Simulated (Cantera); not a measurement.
**Equilibrium for silicon nitride deposition: SiH₄ + N₂ + H₂**

A closed system holds: 1 mol SiH₄, 1.1 mol N₂, 19 mol H₂, held at 1552 °C and 88.0 Pa.

Cantera equilibrium calculation (NASA polynomials, part measured and part estimated; ideal gas, pure solids and liquids). Candidate condensed phases: Si, Si₃N₄; 18 gas species. The tables' values for SiN are old estimates; treat these amounts as uncertain. Gases not in the tables: Si₂H₆ and higher silanes. Rates play no part.

The x(H₂) comes out as 0.931 and the x(N₂) is 0.0491. The x(H) comes out as 0.0143, the x(Si) is 0.00517 and the x(SiH) is 0.000157. The x(Si₂) comes out as 3.36e-5, the x(SiH₂) is 3.32e-5 and the x(Si₂N) is 2.19e-5. The x(SiN) is 1.40e-5 and the n(Si(l)) comes out as 0.877 mol. The gas amount is 22.38 mol.
